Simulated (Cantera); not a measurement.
An adiabatic, constant-pressure homogeneous reactor starts with H2 : O2 : N2 : NO = 1 : 0.278 : 1.04 : 0.0024 (molar parts), at 1000 K and 7500 Torr. Integrator tolerance rtol = 1e-08.

Detailed kinetics in Cantera: GRI-Mech 3.0 (53 species, 325 reactions). The hydrogen kinetics of GRI-Mech 3.0 are dated; newer H2 mechanisms differ, most at raised pressure. The mechanism lacks 2 NO + O2 → 2 NO2 and HONO, so NO2 and the effect of NO are under-described below about 1400 K.

What does this change do: initial temperature 1000 to 1575 K?


```tsv
quantity	before	after
time of steepest temperature rise	0.536 ms	1.18 µs
temperature at 3.00 s	2678 K	3020 K
equilibrium temperature	2678 K	3020 K
x(H2) at 3.00 s	0.213 (gas-phase equilibrium 0.213)	0.208 (gas-phase equilibrium 0.208)
x(O2) at 3.00 s	2.86e-5 (gas-phase equilibrium 2.86e-5)	0.000351 (gas-phase equilibrium 0.000351)
x(NO) at 3.00 s	0.000289 (gas-phase equilibrium 0.000289)	0.00160 (gas-phase equilibrium 0.00160)
x(H) at 3.00 s	0.00768 (gas-phase equilibrium 0.00768)	0.0244 (gas-phase equilibrium 0.0244)
x(H2O2) at 3.00 s	4.59e-8 (gas-phase equilibrium 4.59e-8)	2.70e-7 (gas-phase equilibrium 2.70e-7)
```
Above 3000 K some thermodynamic fits are extrapolated.

What does this change do: NO 0.0024 to 0.0035 parts?


| quantity | before | after |
|---|---|---|
| time of steepest temperature rise | 0.536 ms | 0.309 ms |
| temperature at 3.00 s | 2678 K | 2681 K |
| equilibrium temperature | 2678 K | 2681 K |
| x(H2) at 3.00 s | 0.213 (gas-phase equilibrium 0.213) | 0.212 (gas-phase equilibrium 0.212) |
| x(O2) at 3.00 s | 2.86e-5 (gas-phase equilibrium 2.86e-5) | 2.96e-5 (gas-phase equilibrium 2.96e-5) |
| x(NO) at 3.00 s | 0.000289 (gas-phase equilibrium 0.000289) | 0.000295 (gas-phase equilibrium 0.000295) |
| x(H) at 3.00 s | 0.00768 (gas-phase equilibrium 0.00768) | 0.00775 (gas-phase equilibrium 0.00775) |
| x(H2O2) at 3.00 s | 4.59e-8 (gas-phase equilibrium 4.59e-8) | 4.70e-8 (gas-phase equilibrium 4.70e-8) |

What does this change do: constant volume in place of constant pressure?


```csv
quantity,before,after
time of steepest temperature rise,0.536 ms,0.465 ms
temperature at 3.00 s,2678 K,2986 K
equilibrium temperature,2678 K,2986 K
x(H2) at 3.00 s,0.213 (gas-phase equilibrium 0.213),0.211 (gas-phase equilibrium 0.211)
x(O2) at 3.00 s,2.86e-5 (gas-phase equilibrium 2.86e-5),0.000109 (gas-phase equilibrium 0.000109)
x(NO) at 3.00 s,0.000289 (gas-phase equilibrium 0.000289),0.000858 (gas-phase equilibrium 0.000858)
x(H) at 3.00 s,0.00768 (gas-phase equilibrium 0.00768),0.0136 (gas-phase equilibrium 0.0136)
x(H2O2) at 3.00 s,4.59e-8 (gas-phase equilibrium 4.59e-8),2.41e-7 (gas-phase equilibrium 2.41e-7)
```
